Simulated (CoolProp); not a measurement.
R1234ze(E) at several states: Z from the reference equation and from simpler models built on Tc = 109.4 °C, pc = 36.35 bar, ω = 0.313; each cubic takes its own stable root.

Computed with CoolProp (reference Helmholtz-energy equation of state, Thol 2016).

| T (°C) | p (bar) | phase | reference |
|---|---|---|---|
| 19.95 | 0.516 | gas | 0.9873 |
| 25.65 | 5.9 | liquid | 0.02332 |
| 88.25 | 1.92 | gas | 0.9769 |
| 26.15 | 1.61 | gas | 0.9624 |
| 129.15 | 4.93 | gas | 0.9589 |

Task: How far does each simpler model (van der Waals, Redlich-Kwong) lie from the reference over these 5 states: mean and median of the absolute difference, and the worst?

Result: 
- van der Waals: mean 757.2 %, median 0.5 %, worst +3783.4 % at 25.65 °C and 5.9 bar
- Redlich-Kwong: mean 732.5 %, median 0.2 %, worst +3661.6 % at 25.65 °C and 5.9 bar

At some of these states van der Waals, Redlich-Kwong gives the other phase, because its saturation line lies elsewhere.
